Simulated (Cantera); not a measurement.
Feed: 1 mol TEOS, 2.6 mol O₂, 47 mol H₂, at 1548 K.

Equilibrium computed with Cantera from the NASA thermochemical tables; the gas is ideal and each condensed phase is pure. Candidate condensed phases: C, C₆H₆, C₇H₈, C₈H₁₈, H₂O, Si, SiC, SiO₂; 123 gas species. The feed counts by its element totals alone. Mutual solubility and eutectic melting of coexisting phases are not modelled. The tables hold silica as quartz up to 1696 K and as liquid above; real silica turns to tridymite and cristobalite and melts near 1996 K. The numbers say what is thermodynamically allowed, not how fast it happens.

x: gas mole fraction; n: condensed amount in mol.

```csv
P (Pa),x H₂,x CO,x SiO,x H,n SiO₂(β-quartz),n SiC(s),n C(graphite)
5,0.857,0.121,0.0151,(withheld),0,0,0
36,0.863,0.121,0.0134,(withheld),0.118,0,0
260,0.865,0.122,0.0123,(withheld),0.188,0,0
1900,0.866,0.122,0.0122,(withheld),0.199,0,0
14000,0.879,0.120,0.00114,(withheld),0.686,0.240,0
100000,0.886,0.112,4.77e-5,(withheld),0.997,0,0.700
```

**Question.** What belongs in the gaps?

**Answer.** 
- 5, x H: 0.00403
- 36, x H: 0.00151
- 260, x H: 0.000562
- 1900, x H: 0.000208
- 14000, x H: 7.72e-5
- 100000, x H: 2.90e-5
